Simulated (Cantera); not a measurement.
Si(CH3)4 + C3H8 + H2 + H2O (silicon carbide growth)

Charge: 1 mol Si(CH3)4, 0.23 mol C3H8, 1.2 mol H2, 0.0014 mol H2O, equilibrated at 13.3 mbar.

Method: chemical equilibrium by Gibbs-energy minimisation in Cantera with the NASA 1993 tables (ideal gas, pure condensed phases). Candidate condensed phases: C, C6H6, C7H8, C8H18, H2O, Si, SiC, SiO2; 123 gas species. Gases not in the tables: Si2H6 and higher silanes. Kinetics and transport are ignored.

```
T (K)   x H2      x H      x Si    x SiC2  x C2H2 (acetylene)    x Si2C     x SiH     x Si2  n C(graphite)  n SiC(s)
-----  -----  -------  --------  --------  ------------------  --------  --------  --------  -------------  --------
1848   0.995  0.00458   1.40e-5   2.69e-7            0.000256   1.91e-7   1.61e-6   2.91e-9           3.68     1.000
1898   0.993  0.00674   3.39e-5   8.50e-7            0.000373   5.90e-7   3.41e-6   9.99e-9           3.68     1.000
1948   0.989  0.00973   7.84e-5   2.53e-6            0.000533   1.71e-6   6.92e-6   3.22e-8           3.68     0.999
1998   0.985   0.0138  0.000174   7.12e-6            0.000747   4.72e-6   1.36e-5   9.75e-8           3.68     0.998
2048   0.979   0.0192  0.000370   1.90e-5             0.00103   1.23e-5   2.57e-5   2.80e-7           3.67     0.996
2098   0.971   0.0263  0.000759   4.85e-5             0.00139   3.08e-5   4.70e-5   7.62e-7           3.67     0.992
2148   0.961   0.0354   0.00151  0.000118             0.00184   7.35e-5   8.36e-5   1.98e-6           3.67     0.984
2198   0.947   0.0469   0.00289  0.000276             0.00240  0.000169  0.000144   4.92e-6           3.67     0.969
2248   0.929   0.0613   0.00540  0.000620             0.00308  0.000372  0.000243   1.17e-5           3.68     0.940
2298   0.905   0.0789   0.00980   0.00134             0.00387  0.000792  0.000397   2.69e-5           3.71     0.887
2348   0.873   0.0999    0.0173   0.00282             0.00477   0.00163  0.000632   5.96e-5           3.75     0.788
2398   0.830    0.124    0.0300   0.00572             0.00573   0.00326  0.000979  0.000127           3.84     0.606
2448   0.772    0.151    0.0506    0.0113             0.00667   0.00631   0.00147  0.000264           4.01     0.272
```
x: gas mole fraction; n: condensed amount in mol.

From 1848 K to 2448 K the condensed part is C(graphite) + SiC(s). The main Si-bearing gas is Si throughout.
